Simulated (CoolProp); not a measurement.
Model: reference Helmholtz-energy equation of state, Aleksandrov 2011, in CoolProp. It is a short technical equation, of lower accuracy than the large ones.

Problem. For n-undecane, give the phase and the density (kg/m³), expansivity (1/kK), fugacity coefficient at 620 K and 663 kPa; 620 K and 863 kPa; 620 K and 995 kPa.

Solution. 
- 620 K and 663 kPa: gas; density 23.9, expansivity 3.00, fugacity coefficient 0.859
- 620 K and 863 kPa: gas; density 33.4, expansivity 3.83, fugacity coefficient 0.818
- 620 K and 995 kPa: gas; density 40.7, expansivity 4.63, fugacity coefficient 0.791
